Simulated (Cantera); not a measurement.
An isothermal, constant-pressure homogeneous reactor starts with 17.5 % NO, 82.5 % N₂, at 1975 K and 0.0180 bar.

Cantera simulation using GRI-Mech 3.0 (53 species, 325 reactions); the numbers are that mechanism's predictions, not measurements. Radical loss at walls, strong at low pressure, is not modelled.

x: mole fraction; the columns are a selection and need not sum to one.

```tsv
t (s)	x NO	x O₂	x NO₂	x N₂	x N₂O	x O
7.00e-5	0.175	5.56e-12	6.59e-12	0.825	3.74e-8	3.75e-8
0.000310	0.175	1.09e-10	1.27e-10	0.825	1.65e-7	1.67e-7
0.00137	0.175	2.16e-9	2.33e-9	0.825	7.14e-7	7.49e-7
0.00605	0.175	?	?	0.825	?	?
0.0268	0.175	1.05e-6	3.40e-7	0.825	9.00e-6	1.92e-5
0.118	0.175	2.85e-5	1.86e-6	0.825	1.35e-5	0.000102
0.523	0.174	?	?	0.825	?	?
2.31	0.168	0.00366	6.03e-6	0.828	1.10e-5	0.000364
10.2	0.133	0.0209	1.00e-5	0.846	6.21e-6	0.000650
45.2	0.0305	0.0719	4.29e-6	0.897	3.08e-7	0.00111
200	0.00496	0.0846	7.58e-7	0.909	3.99e-8	0.00120
```

Task: Complete the blanks.

Result: 
- 0.00605, x O₂: 4.44e-8
- 0.00605, x NO₂: 3.52e-8
- 0.00605, x N₂O: 2.90e-6
- 0.00605, x O: 3.55e-6
- 0.523, x O₂: 0.000505
- 0.523, x NO₂: 4.06e-6
- 0.523, x N₂O: 1.24e-5
- 0.523, x O: 0.000263
